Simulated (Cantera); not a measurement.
A closed system holds: 1 mol CCl₄, 0.55 mol F₂, held at 1225 °C and 0.0100 bar.

Cantera equilibrium calculation (NASA polynomials, part measured and part estimated; ideal gas, pure solids and liquids). Gases not in the tables: C₂F₆ and larger saturated fluorocarbons. The numbers say what is thermodynamically allowed, not how fast it happens.

| species | before | after |
|---|---|---|
| Cl₂ | 0.496 | 0.809 |
| CF₄ | 0.0923 | 0.101 |
| Cl | 0.406 | 0.0659 |
| CClF₃ | 0.00527 | 0.0202 |
| CCl₄ | 5.05e-7 | 8.34e-5 |
| CCl₃F | 9.09e-6 | 0.000428 |
| F | 3.33e-5 | 1.54e-6 |
| CCl₂F₂ | 0.000251 | 0.00337 |
| CF₂ | 0.000126 | 1.68e-5 |
| CF₃ | 1.62e-5 | 6.18e-6 |
| C(graphite), mol | 0.721 | 0.708 |
Gas species are given as mole fractions.

Question: Which change was made?
A) temperature from 1225 °C to 2152 °C
B) pressure from 0.0100 bar to 0.00120 bar
C) pressure from 0.0100 bar to 0.620 bar
D) F₂ from 0.55 to 1.5 mol

Answer: C, pressure from 0.0100 bar to 0.620 bar
